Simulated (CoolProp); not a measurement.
Vapour-liquid equilibrium of n-butane (1) + cis-2-butene (2) at 0.395 MPa; x and y are mole fractions of (1).

Values from CoolProp's multi-fluid Helmholtz-energy mixture model, Bücker 2006 and Lemmon 2005; pair parameters Bell 2016.

```
x      bubble temperature (K)  y at the bubble point  dew temperature at overall composition x (K)  liquid density (mol/L)
-----  ----------------------  ---------------------  --------------------------------------------  ----------------------
0.05                    318.3                  0.059                                         318.4                   10.46
0.125                   317.8                  0.143                                         317.9                       ?
0.2                     317.4                  0.223                                         317.5                   10.30
0.275                   317.0                  0.300                                         317.1                       ?
0.35                    316.6                  0.376                                         316.7                   10.15
0.425                   316.3                  0.450                                         316.4                   10.07
0.5                     316.0                  0.522                                         316.1                   9.995
0.575                   315.8                  0.595                                         315.8                       ?
0.65                    315.5                  0.666                                         315.6                   9.846
0.725                   315.3                  0.738                                         315.4                   9.774
0.8                     315.1                  0.810                                         315.2                   9.702
0.875                   315.0                  0.881                                         315.0                   9.631
0.95                    314.8                  0.952                                         314.8                   9.561
```

Q: Complete the blanks.

A: 
- 0.125, liquid density (mol/L): 10.38
- 0.275, liquid density (mol/L): 10.23
- 0.575, liquid density (mol/L): 9.920

No azeotrope shows between x = 0.05 and 0.95.

Pair parameters are fitted to limited data, so mixtures are less certain than the pure fluids.
